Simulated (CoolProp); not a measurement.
Vapour-liquid equilibrium of isobutene (1) + acetone (2) at 101.95 °C; x and y are mole fractions of (1).

Model: multi-fluid Helmholtz-energy mixture model, Lemmon 2005 and Lemmon 2006; pair parameters Bell 2016, in CoolProp.

Question: Give the bubble pressure and the first vapour's composition at x = 0.575, 0.875, 0.95. Is there an azeotrope?

Answer: x = 0.575: 1448 kPa, y = 0.808; x = 0.875: 1770 kPa, y = 0.927; x = 0.95: 1849 kPa, y = 0.968. No azeotrope shows between x = 0.05 and 0.95.

Pair parameters are fitted to limited data, so mixtures are less certain than the pure fluids.
